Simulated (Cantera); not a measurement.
A closed system holds: 1 mol SiH4, 0.48 mol C2H4, 1.5 mol H2, 0.0051 mol C2H2, held at 0.133 bar.

Equilibrium computed with Cantera from the NASA thermochemical tables; the gas is ideal and each condensed phase is pure. Candidate condensed phases: C, C6H6, C7H8, C8H18, Si, SiC; 87 gas species. Gases not in the tables: Si2H6 and higher silanes. The numbers say what is thermodynamically allowed, not how fast it happens. All values below are at 2448 K.

Base state: H2 0.933, H 0.0526, Si 0.00928, C2H2 (acetylene) 0.00240, Si2C 0.00116, SiH 0.000938, SiC2 0.000614, SiH2 0.000306 (mole fractions); condensed: SiC(s).

Problem. What changes in the equilibrium state with this change: SiH4 replaced by SiHCl3?

Solution. 
```tsv
species	before	after
H2	0.933	0.424
HCl	0	0.385
SiCl2	0	0.114
Cl	0	0.0229
H	0.0526	0.0355
SiCl	0	0.00554
SiCl3	0	0.00158
C2HCl	0	3.50e-5
SiCl4	0	1.44e-5
SiHCl3	0	1.28e-5
SiC(s), mol	0.937	0.402
C(graphite), mol	0	0.520
```
The tables' values for SiCl, SiCl3 are old estimates; treat these amounts as uncertain.
